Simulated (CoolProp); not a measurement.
A Linde-Hampson liquefier for CF4 (R14): isothermal reversible compression at 290 K from 1 atm to 25 MPa, throttling to 1 atm, return gas leaving the recuperator 2 K below the feed. Each further row changes one setting.

Computed with CoolProp (reference Helmholtz-energy equation of state, Platzer 1990). This equation is an older, rougher fit; its heat capacities, sound speeds and derivatives of the liquid may be far off and weren't checked against measurements.

| case | liquid yield per pass | compression work (kJ/kg of gas) |
|---|---|---|
| as stated | 0.309 | 133 |
| high pressure 50 MPa | 0.306 | 155 |
| warm-end temperature 320 K | 0.237 | 154 |
| warm-end gap 7 K | 0.297 | 133 |
